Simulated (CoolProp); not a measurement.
The fluid at 298.15 K and 2.47 MPa flows at 6.4 m/s in a round tube of 6 mm bore and 15 µm roughness, fully developed (64/Re and Nu = 3.66 if laminar; Colebrook and Gnielinski if turbulent). The same conditions are run with several fluids, on thermodynamics alone (safety and materials aside).

The numbers come from the reference Helmholtz-energy equation of state of each fluid (CH2F2 (R32): Tillner-Roth 1997; propylene: Lemmon 2013; n-decane: Lemmon 2006; methanol: de Reuck 1993; R124: de Vries 1995) in CoolProp.

Problem. Rank CH2F2 (R32), propylene, n-decane, methanol, R124 by Reynolds number, highest first.

Solution. CH2F2 (R32) (327000), R124 (203000), propylene (201000), methanol (54900), n-decane (32100)

| fluid | Darcy friction factor | pressure drop (Pa/m) | heat-transfer coefficient (W/(m² K)) | mass flow (kg/h) |
|---|---|---|---|---|
| CH2F2 (R32) | 0.0254 | 83600 | 29500 | 629 |
| propylene | 0.0256 | 44700 | 18000 | 333 |
| n-decane | 0.0288 | 71700 | 7420 | 475 |
| methanol | 0.0274 | 73700 | 14500 | 514 |
| R124 | 0.0256 | 120000 | 14800 | 890 |

Transport values come from each fluid's own correlations; those of CH2F2 (R32), propylene, R124 are estimates that may be off by 10 % or more.
